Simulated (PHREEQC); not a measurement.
Dissolve 59 mmol/kgw CdSO4 and 0.061 mmol/kgw NaOH at 25 °C. It is in equilibrium with CO2 at log p = 0 (atm). Otherwise closed; pH follows from the charge balance.

Computed with PHREEQC (ion-association model, phreeqc.dat).

```tsv
quantity	before	after
pH	4.03	4.23
ionic strength (mol/kgw)	0.117	0.121
HCO3- (mol/kgw)	0.000205	0.000325
(CO2)2 (mol/kgw)	2.05e-5	2.04e-5
CO3-2 (mol/kgw)	2.16e-10	5.49e-10
```

Q: Which change was made?
A. 0.0043 mol/kgw (CH3)4NF added
B. CdSO4 left out
C. temperature from 25 to 30 °C
D. temperature from 25 to 85 °C
E. NaOH left out

A: A, 0.0043 mol/kgw (CH3)4NF added

This is a speciation only: nothing precipitates in the calculation. Some of these states are supersaturated (in Otavite, for instance). (CH3)4N+ isn't in the database: it is added as a free cation with an ion size of 4 Å.
